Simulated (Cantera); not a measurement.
Feed: 1 mol CH3SiH3, 0.069 mol C2H4, 910 mol H2, at 1700 K.

These are equilibrium values from Cantera (NASA tables, ideal gas, pure condensed phases), not measurements of a reactor. Candidate condensed phases: C, C6H6, C7H8, C8H18, Si, SiC; 87 gas species. The feed counts by its element totals alone. Equilibrium is a limit: real reactors are often held back by kinetics, nucleation or transport.

x: gas mole fraction; n: condensed amount in mol.

```csv
P (Pa),x H2,x H,x CH4,x C2H2 (acetylene),x Si,n C(graphite),n SiC(s)
100,0.995,0.00465,?,7.31e-5,1.01e-5,0.0130,0.990
270,0.997,0.00283,?,7.32e-5,3.73e-6,0.00514,0.996
720,0.998,0.00173,?,7.23e-5,1.41e-6,0,0.998
1900,0.999,0.00107,?,6.59e-5,5.59e-7,0,0.999
5200,0.999,0.000646,?,5.15e-5,2.31e-7,0,0.999
14000,0.999,0.000394,?,2.80e-5,1.16e-7,0,1.000
37000,1.000,0.000242,?,8.12e-6,8.18e-8,0,0.999
100000,1.000,0.000147,?,1.37e-6,7.36e-8,0,0.998
```

Q: Fill in the missing entries.

A: 
- 100, x CH4: 1.08e-6
- 270, x CH4: 2.94e-6
- 720, x CH4: 7.81e-6
- 1900, x CH4: 1.97e-5
- 5200, x CH4: 4.77e-5
- 14000, x CH4: 9.46e-5
- 37000, x CH4: 0.000135
- 100000, x CH4: 0.000150
